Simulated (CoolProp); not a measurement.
A closed Brayton cycle with carbon dioxide: compressor inlet 318.15 K and 8.4 MPa, high pressure 26.5 MPa, turbine inlet 995 K, compressor efficiency 0.85, turbine efficiency 0.93, recuperator effectiveness 0.95 (on enthalpy, no pinch check). Each further row changes one setting.

The numbers come from the reference Helmholtz-energy equation of state, Span 1996 in CoolProp.

```tsv
case	thermal efficiency (%)	net work (kJ/kg)	compressor to turbine work	compressor exit (K)	turbine exit (K)
as stated	44.1	136	0.28	405.0	836.1
turbine inlet 945 K	42.6	125	?	405.0	791.5
compressor inlet 328.15 K	43.0	?	0.33	?	836.1
high pressure 22.5 MPa	43.2	120	0.27	392.3	857.9
recuperator effectiveness 0.5	?	136	0.28	405.0	836.1
```

### Question
Complete the blanks.

### Answer

- turbine inlet 945 K, compressor to turbine work: 0.30
- compressor inlet 328.15 K, net work (kJ/kg): 126
- compressor inlet 328.15 K, compressor exit (K): 426.6
- recuperator effectiveness 0.5, thermal efficiency (%): 25.4
